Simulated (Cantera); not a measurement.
**Transport properties of process gases**

Gas mixture: 76.8 % N₂, 23.2 % CH₃OH, at 4.93 atm, frozen composition.

Cantera's kinetic-theory transport with the Lennard-Jones parameters of GRI-Mech 3.0, ideal gas; thermal conductivity in the mixture-averaged form. Polar gases are described roughly by these parameters. The composition is frozen, though it would react at the higher temperatures.

```tsv
T (K)	ρ (kg/m³)	cp (J/kg/K)	μ (µPa s)	λ (mW/m/K)	Pr	D (cm²/s) O	D (cm²/s) N₂	D (cm²/s) OH
400	4.35	1190	19.4	31.7	0.731	0.102	0.0537	0.0998
650	2.68	1373	28.3	51.3	0.758	0.235	0.129	0.230
900	1.93	1531	35.9	70.4	0.780	0.407	0.228	0.399
1150	1.51	1653	42.6	88.5	0.795	0.613	0.348	0.601
1400	1.24	1739	48.8	106	0.803	0.851	0.485	0.834
1650	1.06	1804	54.5	122	0.807	1.12	0.639	1.10
1900	0.916	1852	59.8	137	0.809	1.41	0.810	1.39
2150	0.810	1887	65.0	151	0.811	1.73	0.995	1.70
```
D: mixture-averaged diffusion coefficient of that species in the mixture.
